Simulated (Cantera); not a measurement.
Hydrogen reduction and annealing atmospheres: Cr2O3 + H2

A closed system holds: 1 mol Cr2O3, 8.3 mol H2, held at 13000 Pa.

Equilibrium computed with Cantera from the NASA thermochemical tables; the gas is ideal and each condensed phase is pure. Candidate condensed phases: Cr, Cr2O3, H2O; 13 gas species. Mutual solubility and eutectic melting of coexisting phases are not modelled. Equilibrium is a limit: real reactors are often held back by kinetics, nucleation or transport.

```json
[
 {"T (K)": "898", "x H2": "1.000", "x H2O": "1.45e-6", "x Cr": "<1e-12", "x H": "3.04e-10", "x CrO": "<1e-12", "x OH": "<1e-12", "n Cr2O3(s)": "1.000", "n Cr(s)": "0"},
 {"T (K)": "998", "x H2": "1.000", "x H2O": "8.00e-6", "x Cr": "<1e-12", "x H": "5.97e-9", "x CrO": "<1e-12", "x OH": "<1e-12", "n Cr2O3(s)": "1.000", "n Cr(s)": "0"},
 {"T (K)": "1098", "x H2": "1.000", "x H2O": "3.20e-5", "x Cr": "4.79e-11", "x H": "6.86e-8", "x CrO": "<1e-12", "x OH": "<1e-12", "n Cr2O3(s)": "1.000", "n Cr(s)": "0"},
 {"T (K)": "1198", "x H2": "1.000", "x H2O": "0.000101", "x Cr": "1.71e-9", "x H": "5.27e-7", "x CrO": "<1e-12", "x OH": "<1e-12", "n Cr2O3(s)": "1.000", "n Cr(s)": "0.000556"},
 {"T (K)": "1298", "x H2": "1.000", "x H2O": "0.000264", "x Cr": "3.46e-8", "x H": "2.97e-6", "x CrO": "1.77e-12", "x OH": "1.01e-11", "n Cr2O3(s)": "0.999", "n Cr(s)": "0.00146"},
 {"T (K)": "1398", "x H2": "0.999", "x H2O": "0.000601", "x Cr": "4.52e-7", "x H": "1.31e-5", "x CrO": "6.80e-11", "x OH": "1.55e-10", "n Cr2O3(s)": "0.998", "n Cr(s)": "0.00332"},
 {"T (K)": "1498", "x H2": "0.999", "x H2O": "0.00122", "x Cr": "4.15e-6", "x H": "4.76e-5", "x CrO": "1.59e-9", "x OH": "1.65e-9", "n Cr2O3(s)": "0.997", "n Cr(s)": "0.00673"},
 {"T (K)": "1598", "x H2": "0.998", "x H2O": "0.00227", "x Cr": "2.86e-5", "x H": "0.000147", "x CrO": "2.47e-8", "x OH": "1.31e-8", "n Cr2O3(s)": "0.994", "n Cr(s)": "0.0123"},
 {"T (K)": "1698", "x H2": "0.996", "x H2O": "0.00392", "x Cr": "0.000155", "x H": "0.000400", "x CrO": "2.75e-7", "x OH": "8.11e-8", "n Cr2O3(s)": "0.989", "n Cr(s)": "0.0204"},
 {"T (K)": "1798", "x H2": "0.992", "x H2O": "0.00637", "x Cr": "0.000694", "x H": "0.000973", "x CrO": "2.33e-6", "x OH": "4.10e-7", "n Cr2O3(s)": "0.982", "n Cr(s)": "0.0295"},
 {"T (K)": "1898", "x H2": "0.985", "x H2O": "0.00980", "x Cr": "0.00262", "x H": "0.00215", "x CrO": "1.56e-5", "x OH": "1.75e-6", "n Cr2O3(s)": "0.973", "n Cr(s)": "0.0325"}
]
```
x: gas mole fraction; n: condensed amount in mol.

From 898 K to 1098 K the condensed part is Cr2O3(s). From 1198 K to 1898 K the condensed part is Cr(s) + Cr2O3(s).
